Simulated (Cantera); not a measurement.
Cantera run, input and output.

```python
import numpy as np
import cantera as ct

gas = ct.Solution("gri30.yaml")
gas.TP = 300, 101325
flame = ct.CounterflowDiffusionFlame(gas, width=0.02)
flame.fuel_inlet.X, flame.fuel_inlet.T = {'CH4': 1, 'N2': 1.3}, 548
flame.oxidizer_inlet.X, flame.oxidizer_inlet.T = {'O2': 0.27, 'N2': 0.73}, 400
flame.set_refine_criteria(ratio=3, slope=0.12, curve=0.24, prune=0.03)
show = ['OH', 'H', 'NO', 'CO', 'C2H2']

rows = []
print(f"{'mdot':>8s}{'a_max':>10s}{'a_mean':>10s}{'Tmax/K':>9s}" + "".join(f"{s:>11s}" for s in show) + "   (peak mole fractions)")
for i, mdot in enumerate([0.25, 0.38, 0.57, 0.87, 1.3, 2, 3]):  # kg/m2/s on the oxidiser side
    flame.oxidizer_inlet.mdot, flame.fuel_inlet.mdot = mdot, 0.75 * mdot
    flame.solve(loglevel=0, auto=(i == 0))
    if flame.T.max() < max(548, 400) + 100:
        print(f"{mdot:8.3g}  no burning solution found from the previous one")
        break
    dT = np.abs(np.gradient(flame.T, flame.grid))
    rows.append([flame.strain_rate("max"), flame.strain_rate("mean"), flame.T.max(),
                 *(flame.X[gas.species_index(s)].max() for s in show), max(dT[0], dT[-1]) / dT.max()])
    print(f"{mdot:8.3g}{rows[-1][0]:10.1f}{rows[-1][1]:10.1f}{rows[-1][2]:9.1f}" + "".join(f"{x:11.3e}" for x in rows[-1][3:-1]))
```

Output:

```
    mdot     a_max    a_mean   Tmax/K         OH          H         NO         CO       C2H2   (peak mole fractions)
    0.25     152.7      32.6   2175.3  9.299e-03  3.906e-03  3.575e-04  5.882e-02  1.037e-02
    0.38     221.3      49.5   2158.8  9.409e-03  4.172e-03  3.287e-04  5.797e-02  9.739e-03
    0.57     319.0      74.3   2140.7  9.414e-03  4.416e-03  2.957e-04  5.710e-02  9.152e-03
    0.87     469.6     113.4   2120.1  9.329e-03  4.643e-03  2.569e-04  5.628e-02  8.521e-03
     1.3     681.8     169.5   2099.8  9.194e-03  4.843e-03  2.168e-04  5.568e-02  7.884e-03
       2    1019.5     260.7   2073.9  8.913e-03  4.993e-03  1.702e-04  5.527e-02  7.087e-03
       3    1490.1     391.0   2043.6  8.457e-03  5.017e-03  1.242e-04  5.511e-02  6.136e-03
```

Model: GRI-Mech 3.0 (53 species, 325 reactions), integrated in Cantera. GRI-Mech 3.0 has no aromatics or soot, which form on the fuel side of real flames. The maximum strain rate includes the flame's own expansion and is several times the mean.
